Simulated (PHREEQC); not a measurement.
0.072 g of hydrous ferric oxide (600 m²/g; 0.2 weak and 0.005 strong sites per Fe, Dzombak-Morel constants, diffuse double layer) in 1 kg of water with 0.05 mol/kgw of an inert sodium salt and 5.3e-06 mol MnCl2, at 25 °C; the pH is set by adding NaOH or the inert anion's acid. The system is closed to oxygen. CO2 from the air is kept out. Precipitation was switched off in this run.

Base run: PHREEQC, ion-association model, wateq4f.dat. Each further column changes one thing. The table gives surface potential ψ (mV).

| pH | base | background salt from 0.05 to 0.005 mol/kgw | oxide from 0.072 to 0.36 g/kgw | 3.1e-05 mol/kgw BaCl2 added |
|---|---|---|---|---|
| 3 | 169 | 215 | 169 | 169 |
| 4.12 | 158 | 190 | 157 | 158 |
| 4.88 | 139 | 163 | 139 | 139 |
| 6 | 99 | 114 | 99 | 99 |
| 7.12 | 51 | 57 | 50 | 51 |
| 7.88 | 14 | 16 | 12 | 15 |
| 9 | -42 | -46 | -44 | -38 |

The oxide is taken as insoluble; below pH 4 it would dissolve.
